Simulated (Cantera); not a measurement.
A closed system holds: 1 mol C₂F₆, 0.02 mol Si, 0.14 mol H₂, equilibrated at 180 Torr.

These are equilibrium values from Cantera (NASA tables, ideal gas, pure condensed phases), not measurements of a reactor. Candidate condensed phases: C, C₆H₆, C₇H₈, C₈H₁₈, Si, SiC; 113 gas species. The feed counts by its element totals alone. Gases not in the tables: C₂F₆ and larger saturated fluorocarbons. Rates play no part.

Problem. Which condensed phases are stable at each of these points (T (K)): 2623, 2673, 2723, 2773, 2823, 2873, 2923, 2973, 3023, 3073, 3123, 3173, 3223?

Solution. 
```csv
T (K),condensed phases,Si condensed (%)
2623,C(graphite),0.0
2673,gas only,0.0
2723,gas only,0.0
2773,gas only,0.0
2823,gas only,0.0
2873,gas only,0.0
2923,C(graphite),0.0
2973,C(graphite),0.0
3023,C(graphite),0.0
3073,C(graphite),0.0
3123,C(graphite),0.0
3173,C(graphite),0.0
3223,C(graphite),0.0
```

At 2623 K the condensed part is C(graphite). From 2673 K to 2873 K nothing is condensed. From 2923 K to 3223 K the condensed part is C(graphite).
